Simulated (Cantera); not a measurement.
## Transport properties of process gases

Gas mixture: 100 % CH3OH, at 0.0263 atm, frozen composition.

Cantera's kinetic-theory transport with the Lennard-Jones parameters of GRI-Mech 3.0, ideal gas; thermal conductivity in the mixture-averaged form. Polar gases are described roughly by these parameters. The composition is frozen, though it would react at the higher temperatures.

```json
[
 {"T (K)": "400", "ρ (kg/m³)": "0.0257", "cp (J/kg/K)": "1604", "μ (µPa s)": "13.1", "λ (mW/m/K)": "28.2", "Pr": "0.745", "D (cm²/s) N2": "10.1", "D (cm²/s) NO": "9.89", "D (cm²/s) CH4": "10.7"},
 {"T (K)": "600", "ρ (kg/m³)": "0.0171", "cp (J/kg/K)": "2101", "μ (µPa s)": "19.7", "λ (mW/m/K)": "55.5", "Pr": "0.746", "D (cm²/s) N2": "21.1", "D (cm²/s) NO": "20.7", "D (cm²/s) CH4": "22.8"},
 {"T (K)": "800", "ρ (kg/m³)": "0.0128", "cp (J/kg/K)": "2491", "μ (µPa s)": "25.8", "λ (mW/m/K)": "85.9", "Pr": "0.747", "D (cm²/s) N2": "34.9", "D (cm²/s) NO": "34.3", "D (cm²/s) CH4": "38.1"},
 {"T (K)": "1000", "ρ (kg/m³)": "0.0103", "cp (J/kg/K)": "2798", "μ (µPa s)": "31.3", "λ (mW/m/K)": "117", "Pr": "0.751", "D (cm²/s) N2": "51.3", "D (cm²/s) NO": "50.4", "D (cm²/s) CH4": "56.3"},
 {"T (K)": "1200", "ρ (kg/m³)": "0.00856", "cp (J/kg/K)": "3031", "μ (µPa s)": "36.4", "λ (mW/m/K)": "147", "Pr": "0.752", "D (cm²/s) N2": "70.1", "D (cm²/s) NO": "68.8", "D (cm²/s) CH4": "77.1"},
 {"T (K)": "1400", "ρ (kg/m³)": "0.00734", "cp (J/kg/K)": "3214", "μ (µPa s)": "41.1", "λ (mW/m/K)": "176", "Pr": "0.751", "D (cm²/s) N2": "91.0", "D (cm²/s) NO": "89.3", "D (cm²/s) CH4": "100"}
]
```
D: mixture-averaged diffusion coefficient of that species in the mixture.
